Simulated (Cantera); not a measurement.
A Cantera script and what it prints.

```python
import numpy as np
import cantera as ct

gas_names = """
    AL ALN AL2 N N2
""".split()
cond_names = """
    AL(cr) AL(L) ALN(s)
""".split()


# ... load() reads the species with a 1 bar reference pressure and builds the phases ...
atoms = {
    'AlN': {'AL': 1, 'N': 1},
    'N2': {'N': 2},
}
top_T = {'ALN(s)': 2750}  # K; cautious upper limits of use, not melting points


# ... equilibrate(T, P, feed) seeds the gas with the atoms and calls Mixture.equilibrate('TP', solver="vcs", rtol=1e-11, max_steps=5000) ...
results = []
feed = {'AlN': 1, 'N2': 0.059}  # mol
T = 1948.15  # K
for P in [1, 4.6, 22, 100, 460, 2200, 10000, 46000, 220000, 1000000]:
    mix = equilibrate(T, P, feed)
    results.append((T, P, feed, dict(zip(mix.species_names, mix.species_moles))))

top = {s: max(r[3][s] / sum(r[3][g] for g in gas_names) for r in results) for s in gas_names}
cols = sorted((s for s in top if top[s] > 1e-06), key=lambda s: -top[s])[:6]
seen = [c for c in cond_names if any(r[3].get(c, 0) > 1e-12 for r in results)]
print("log10 of partial pressures in bar; condensed amounts in mol")
print(f"{'P/Pa':>10s}" + "".join(f"{s[:9]:>10s}" for s in cols + seen))
for T, P, feed, n in results:
    ng = sum(n[g] for g in gas_names)
    print(f"{P:10.4g}" + "".join(f"{np.log10(max(n[s] / ng * P / 1e5, 1e-99)):10.3f}" for s in cols)
          + "".join(f"{n.get(c, 0):10.4g}" for c in seen))
```

Output:

```
log10 of partial pressures in bar; condensed amounts in mol
      P/Pa        N2        AL       AL2    ALN(s)
         1    -5.445    -5.193   -10.781         0
       4.6    -4.783    -4.530    -9.455         0
        22    -4.103    -3.850    -8.096         0
       100    -3.142    -3.556    -7.506    0.9718
       460    -2.348    -3.953    -8.300    0.9985
      2200    -1.659    -4.297    -8.989    0.9999
     1e+04    -1.000    -4.626    -9.648         1
   4.6e+04    -0.337    -4.958   -10.311         1
   2.2e+05     0.342    -5.298   -10.990         1
     1e+06     1.000    -5.627   -11.648         1
```

Equilibrium computed with Cantera from the NASA thermochemical tables; the gas is ideal and each condensed phase is pure.
